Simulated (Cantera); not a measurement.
## Stirred combustor or abatement burner

A perfectly stirred reactor is fed with 3.68 % CH₄, 16.8 % O₂, 63.0 % N₂, 16.6 % H₂O, at 380000 Pa; it is adiabatic with a 398 K inlet, and is followed from long to short residence time, starting on the burning branch (τ in s: 0.32, 0.1, 0.031, 0.0098, 0.0031, 0.00096, 0.0003, 9.4e-05, 2.9e-05, 9.2e-06).

Detailed kinetics in Cantera: GRI-Mech 3.0 (53 species, 325 reactions).

```tsv
τ (s)	T (K)	x CH₄	x O₂	x H₂O	x CH₂O	x CO
0.32	1231	0.000418	0.0959	0.238	3.54e-5	0.00221
0.10	398	0.0368	0.168	0.166	<1e-12	<1e-12
0.031	398	0.0368	0.168	0.166	<1e-12	<1e-12
0.0098	398	0.0368	0.168	0.166	<1e-12	<1e-12
0.0031	398	0.0368	0.168	0.166	<1e-12	<1e-12
0.00096	398	0.0368	0.168	0.166	<1e-12	<1e-12
0.00030	398	0.0368	0.168	0.166	<1e-12	<1e-12
9.4e-5	398	0.0368	0.168	0.166	<1e-12	<1e-12
2.9e-5	398	0.0368	0.168	0.166	<1e-12	<1e-12
9.2e-6	398	0.0368	0.168	0.166	<1e-12	<1e-12
```
x: mole fraction; the columns are a selection and need not sum to one.
